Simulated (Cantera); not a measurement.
Charge: 1 mol CHF₃, 3 mol H₂, at 1.60 Pa.

Cantera equilibrium calculation (NASA polynomials, part measured and part estimated; ideal gas, pure solids and liquids). Candidate condensed phases: C, C₆H₆, C₇H₈, C₈H₁₈; 110 gas species. Ions and electrons are included (thermal ionisation). Rates play no part.

Problem. At 2500 K, list the 5 most abundant gas species with their mole fractions, and the condensed phases.

Solution. H 0.557, HF 0.339, F 0.0503, C₃ 0.0311, C 0.0104. Condensed: C(graphite).
